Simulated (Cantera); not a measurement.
## SiHCl3 + N2 + H2 + NH3 (silicon nitride deposition)

Charge: 1 mol SiHCl3, 0.61 mol N2, 0.26 mol H2, 1.1 mol NH3, at 0.158 Torr.

Equilibrium computed with Cantera from the NASA thermochemical tables; the gas is ideal and each condensed phase is pure. Candidate condensed phases: NH4Cl, Si, Si3N4; 28 gas species. The tables' values for SiCl, SiCl3, SiN are old estimates; treat these amounts as uncertain. Kinetics and transport are ignored.

| T (K) | log p HCl | log p H2 | log p N2 | log p SiCl2 | log p H | log p SiCl4 | log p Si | log p Cl | log p SiCl | log p SiCl3 | n Si3N4(s) |
|---|---|---|---|---|---|---|---|---|---|---|---|
| 750 | -4.05 | -4.14 | -4.47 | -12.57 | -14.57 | -4.85 | <-15 | -14.45 | <-15 | -9.84 | 0.236 |
| 850 | -4.01 | -4.17 | -4.49 | -10.27 | -12.77 | -4.92 | <-15 | -12.61 | <-15 | -8.52 | 0.251 |
| 950 | -3.98 | -4.19 | -4.51 | -8.46 | -11.35 | -4.98 | <-15 | -11.17 | <-15 | -7.49 | 0.262 |
| 1050 | -3.97 | -4.20 | -4.52 | -7.02 | -10.19 | -5.05 | <-15 | -9.99 | -14.82 | -6.66 | 0.269 |
| 1150 | -3.96 | -4.22 | -4.52 | -5.85 | -9.23 | -5.14 | -15.19 | -9.04 | -12.49 | -6.02 | 0.267 |
| 1250 | -4.00 | -4.21 | -4.48 | -5.01 | -8.42 | -5.47 | -12.69 | -8.28 | -10.62 | -5.67 | 0.223 |
| 1350 | -4.14 | -4.16 | -4.39 | -4.58 | -7.70 | -6.29 | -10.61 | -7.77 | -9.19 | -5.78 | 0.118 |
| 1450 | -4.35 | -4.11 | -4.33 | -4.41 | -7.08 | -7.36 | -8.81 | -7.41 | -8.05 | -6.17 | 0.0136 |
| 1550 | -4.39 | -4.10 | -4.32 | -4.39 | -6.55 | -8.09 | -7.72 | -6.94 | -7.37 | -6.46 | 0 |
| 1650 | -4.39 | -4.11 | -4.32 | -4.39 | -6.09 | -8.68 | -6.85 | -6.48 | -6.82 | -6.71 | 0 |
| 1750 | -4.38 | -4.12 | -4.32 | -4.40 | -5.69 | -9.19 | -6.11 | -6.07 | -6.36 | -6.92 | 0 |
| 1850 | -4.35 | -4.14 | -4.33 | -4.44 | -5.34 | -9.61 | -5.54 | -5.67 | -6.00 | -7.11 | 0 |
| 1950 | -4.31 | -4.20 | -4.35 | -4.53 | -5.04 | -9.97 | -5.14 | -5.27 | -5.77 | -7.30 | 0 |
| 2050 | -4.28 | -4.28 | -4.38 | -4.69 | -4.79 | -10.37 | -4.88 | -4.91 | -5.65 | -7.55 | 0 |
log p: log10 of the partial pressure in bar; n: condensed amount in mol.

From 750 K to 1450 K the condensed part is Si3N4(s). From 1550 K to 2050 K nothing is condensed. The main Si-bearing gas is SiCl4 at 750 K and SiCl2 at 2050 K.
